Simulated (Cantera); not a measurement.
Cantera run:

```python
import numpy as np
import cantera as ct

gas_names = [...]  # 77 gases of nasa_gas.yaml made of C, H, Ti
cond_names = """
    C(gr) C6H6(L) C7H8(L) C8H18(L),n-octa Ti(a) Ti(b) Ti(L) TiC(s) TiC(L)
""".split()


# ... load() reads the species with a 1 bar reference pressure and builds the phases ...
atoms = {
    'Ti': {'Ti': 1},
    'CH4': {'C': 1, 'H': 4},
    'H2': {'H': 2},
}
top_T = {'C(gr)': 4500}  # K; cautious upper limits of use, not melting points


# ... equilibrate(T, P, feed) seeds the gas with the atoms and calls Mixture.equilibrate('TP', solver="vcs", rtol=1e-11, max_steps=5000) ...
results = []
feed = {'Ti': 1, 'CH4': 0.81, 'H2': 84}  # mol
P = 29  # Pa
for T in [1673, 1698, 1723, 1748, 1773, 1798, 1823, 1848, 1873, 1898, 1923, 1948, 1973]:
    mix = equilibrate(T, P, feed)
    results.append((T, P, feed, dict(zip(mix.species_names, mix.species_moles))))

top = {s: max(r[3][s] / sum(r[3][g] for g in gas_names) for r in results) for s in gas_names}
cols = sorted((s for s in top if top[s] > 1e-05), key=lambda s: -top[s])[:9]
seen = [c for c in cond_names if any(r[3].get(c, 0) > 1e-12 for r in results)]
print("log10 of partial pressures in bar; condensed amounts in mol")
print(f"{'T/K':>10s}" + "".join(f"{s[:9]:>10s}" for s in cols + seen))
for T, P, feed, n in results:
    ng = sum(n[g] for g in gas_names)
    print(f"{T:10.4g}" + "".join(f"{np.log10(max(n[s] / ng * P / 1e5, 1e-99)):10.3f}" for s in cols)
          + "".join(f"{n.get(c, 0):10.4g}" for c in seen))
```

It prints:

```
log10 of partial pressures in bar; condensed amounts in mol
       T/K        H2         H        Ti     Ti(b)    TiC(s)
      1673    -3.541    -5.714    -7.316    0.1757      0.81
      1698    -3.541    -5.611    -7.106    0.1668      0.81
      1723    -3.542    -5.510    -6.902    0.1528      0.81
      1748    -3.544    -5.413    -6.704    0.1312      0.81
      1773    -3.545    -5.319    -6.512   0.09828      0.81
      1798    -3.547    -5.227    -6.325   0.04863      0.81
      1823    -3.550    -5.138    -6.198         0      0.81
      1848    -3.552    -5.052    -6.199         0      0.81
      1873    -3.555    -4.968    -6.201         0      0.81
      1898    -3.558    -4.886    -6.202         0      0.81
      1923    -3.563    -4.807    -6.204         0      0.81
      1948    -3.567    -4.731    -6.207         0      0.81
      1973    -3.573    -4.656    -6.209         0      0.81
```

Equilibrium computed with Cantera from the NASA thermochemical tables; the gas is ideal and each condensed phase is pure. Mutual solubility and eutectic melting of coexisting phases are not modelled. TiC: taken at fixed stoichiometry. Condensed phases not in the tables: N, O or C dissolved in the metal.
